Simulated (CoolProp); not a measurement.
Aqueous ammonia as a coolant, at 8 °C, 1 atm.

Values from CoolProp's Melinder's fits for secondary coolants.

| mass % | freezing point (°C) | conductivity (W/(m K)) | cp (kJ/(kg K)) | density (kg/m³) | viscosity (mPa s) |
|---|---|---|---|---|---|
| 1.3 | -1.5 | 0.567 | 4.198 | 994.4 | 1.44 |
| 4.9 | -5.9 | 0.542 | 4.200 | 979.8 | 1.50 |
| 8.5 | -11.1 | 0.519 | 4.204 | 966.2 | 1.54 |
| 12.1 | -17.3 | 0.498 | 4.209 | 953.6 | 1.61 |
| 15.7 | -24.9 | 0.478 | 4.215 | 941.7 | 1.69 |
| 19.3 | -34.3 | 0.461 | 4.221 | 930.5 | 1.76 |
| 22.9 | -46.6 | 0.447 | 4.228 | 919.7 | 1.77 |
| 26.5 | -62.9 | 0.437 | 4.237 | 909.2 | 1.75 |
